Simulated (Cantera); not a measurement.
Input: 1 mol MgCO3, 0.061 mol H2O, at 1650 K and 2.70 Torr.

Equilibrium computed with Cantera from the NASA thermochemical tables; the gas is ideal and each condensed phase is pure. Candidate condensed phases: C, C6H6, C7H8, C8H18, H2O, Mg, MgCO3, MgO, Mg(OH)2; 116 gas species. Kinetics and transport are ignored.

Base state: CO2 0.929, H2O 0.0569, CO 0.00880, O2 0.00440, OH 0.000300, H2 0.000168, O 2.86e-5, H 1.96e-5 (mole fractions); condensed: MgO(s).

### Question
What changes in the equilibrium state with this change: pressure from 2.70 Torr to 825 Torr?

### Answer
```tsv
species	before	after
CO2	0.929	0.941
H2O	0.0569	0.0574
CO	0.00880	0.00132
O2	0.00440	0.000659
H	1.96e-5	4.33e-7
O	2.86e-5	6.34e-7
H2	0.000168	2.50e-5
OH	0.000300	4.49e-5
MgO(s), mol	1.00	1.00
```
